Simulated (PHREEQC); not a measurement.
# City or well water (model solution)

Synthetic water in mmol/kgw, 25 °C, pH 7.48, pe 8.8: Na 1.69; K 0.000469; Ca 3.08; Mg 3.19; Cl 2.65; S(6) 0.937; Alkalinity (meq/kgw) 9.77; B 0.297; Cu(2) 0.166; Li 0.073; Zn 0.0454.

Valence states are taken as typed.

Computed with PHREEQC (ion-association model, wateq4f.dat).

No solid was allowed to form.

Q: Predict the ionic strength.

A: ionic strength 0.0194 mol/kgw.

Q: In which forms is S present?

A: SO4-2 70 %, MgSO4 16 %, CaSO4 13 % of the S.

Saturation is exceeded, for instance for Malachite, Brochantite; the values hold only as long as no solid forms. Species that the database lacks are ignored. The database's constant for dissolved Cu(OH)2 is higher than later reviews accept. The database's zinc carbonate complexes are estimates, stronger than later reviews accept.
